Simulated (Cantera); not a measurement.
Input: 1 mol B2O3, 1.3 mol N2, equilibrated at 1.00 bar.

Cantera equilibrium calculation (NASA polynomials, part measured and part estimated; ideal gas, pure solids and liquids). Candidate condensed phases: B, BN, B2O3; 17 gas species. Rates play no part. All values below are at 1452 °C.

Base state: N2 0.999, B2O3 0.00115 (mole fractions); condensed: B2O3(l).

What changes in the equilibrium state with this change: B2O3 replaced by borazine?


```json
[
 {"species": "H2", "before": "0", "after": "0.698"},
 {"species": "N2", "before": "0.999", "after": "0.302"},
 {"species": "H", "before": "0", "after": "0.000155"},
 {"species": "B2O3", "before": "0.00115", "after": "0"},
 {"species": "NH3", "before": "0", "after": "1.10e-5"},
 {"species": "B2O3(l), mol", "before": "0.999", "after": "0"},
 {"species": "BN(s), mol", "before": "0", "after": "3.00"}
]
```
The feed counts by its element totals alone.
